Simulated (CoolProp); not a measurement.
A single-stage vapour-compression cycle with chlorine: evaporating at 323.15 K (dew point), condensing at 345.15 K (bubble point), superheat 5 K, subcooling 8 K, compressor efficiency 0.7, no pressure losses. Each further row changes one setting.

Computed with CoolProp (reference Helmholtz-energy equation of state, Thol 2021).

```tsv
case	cooling COP	pressure ratio	discharge temperature (K)	refrigerating effect (kJ/kg)	volumetric capacity (kJ/m³)
as stated	9.31	1.60	380.0	215	9530
evaporating temperature 328.15 K	[?]	[?]	372.4	[?]	10700
condensing temperature 340.15 K	12.3	[?]	[?]	220	9760
subcooling 13 K	9.54	1.60	380.0	220	9760
superheat 15 K	9.12	1.60	391.8	[?]	9340
compressor efficiency 0.6	[?]	1.60	385.8	215	9530
```

**Question.** Fill in the missing entries.

**Answer.** 
- evaporating temperature 328.15 K, cooling COP: 12.4
- evaporating temperature 328.15 K, pressure ratio: 1.43
- evaporating temperature 328.15 K, refrigerating effect (kJ/kg): 216
- condensing temperature 340.15 K, pressure ratio: 1.45
- condensing temperature 340.15 K, discharge temperature (K): 368.4
- superheat 15 K, refrigerating effect (kJ/kg): 221
- compressor efficiency 0.6, cooling COP: 7.98
